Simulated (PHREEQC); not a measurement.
0.37 g of hydrous ferric oxide (600 m²/g; 0.2 weak and 0.005 strong sites per Fe, Dzombak-Morel constants, diffuse double layer) in 1 kg of water with 0.005 mol/kgw of an inert sodium salt and 2.5e-05 mol/kgw Na2SeO4, at 25 °C; the pH is set by adding NaOH or the inert anion's acid. Oxygen is held at 0.21 atm. No CO2 enters from the air. No solid was allowed to form.

Base run: PHREEQC, ion-association model, wateq4f.dat. Each further column changes one thing. The table gives surface charge σ (C/m²).

```
pH      base  background salt from 0.005 to 0.0005 mol/kgw  oxide from 0.37 to 1.9 g/kgw  0.0016 mol/kgw Na2SO4 added
----  ------  --------------------------------------------  ----------------------------  ---------------------------
3      0.287                                         0.233                         0.309                        0.025
3.5    0.231                                         0.152                         0.252                        0.024
4.5    0.123                                         0.060                         0.135                        0.023
5      0.084                                         0.037                         0.092                        0.022
5.5    0.055                                         0.022                         0.060                        0.020
6.5    0.021                                         0.007                         0.022                        0.013
7      0.012                                         0.004                         0.013                        0.010
7.5    0.006                                         0.002                         0.006                        0.006
8.5   -0.004                                        -0.001                        -0.004                       -0.005
9     -0.009                                        -0.003                        -0.009                       -0.013
9.5   -0.018                                        -0.007                        -0.018                       -0.024
10.5  -0.051                                        -0.024                        -0.051                       -0.064
11    -0.082                                        -0.050                        -0.083                       -0.099
```

The oxide is taken as insoluble; below pH 4 it would dissolve.
